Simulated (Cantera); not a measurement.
A jet of CH₄ : O₂ : N₂ = 0.012 : 0.052 : 0.79 (molar parts), equivalence ratio 0.46 at 300 K and 0.0237 atm hits a platinum plate 4.5 cm away at a mass flux of 0.031 kg/m²/s; the plate temperature is set and raised in steps from an oxygen-covered start.

Computed with Cantera and Deutschmann's 1995 Pt surface mechanism with GRI-Mech 3.0 gas chemistry. Catalytic surfaces can have several steady states; this one follows from the mechanism file's or the stated starting coverage.

x: mole fraction at the wall; θ: surface coverage.

```csv
plate T (K),wall x CH₄,wall x O₂,wall x H₂O,wall x OH,wall x CO,wall x CO₂,θ free Pt,θ O*
950,0.00778,0.0476,0.0117,?,5.55e-6,0.00763,0.396,0.604
1000,0.00641,0.0447,0.0142,?,6.36e-6,0.00928,0.475,0.524
1050,0.00535,0.0425,0.0161,?,7.31e-6,0.0106,0.551,0.448
1100,0.00455,0.0408,0.0175,?,8.53e-6,0.0115,0.622,0.378
1150,0.00396,0.0396,0.0186,?,1.02e-5,0.0122,0.687,0.313
1200,0.00353,0.0387,0.0193,?,1.24e-5,0.0127,0.744,0.256
1250,0.00323,0.0381,0.0198,?,1.56e-5,0.0131,0.793,0.206
1300,0.00302,0.0377,0.0201,?,2.00e-5,0.0133,0.835,0.164
```

Complete the blanks.


- 950, wall x OH: 8.93e-8
- 1000, wall x OH: 2.44e-7
- 1050, wall x OH: 5.85e-7
- 1100, wall x OH: 1.27e-6
- 1150, wall x OH: 2.52e-6
- 1200, wall x OH: 4.66e-6
- 1250, wall x OH: 8.06e-6
- 1300, wall x OH: 1.32e-5
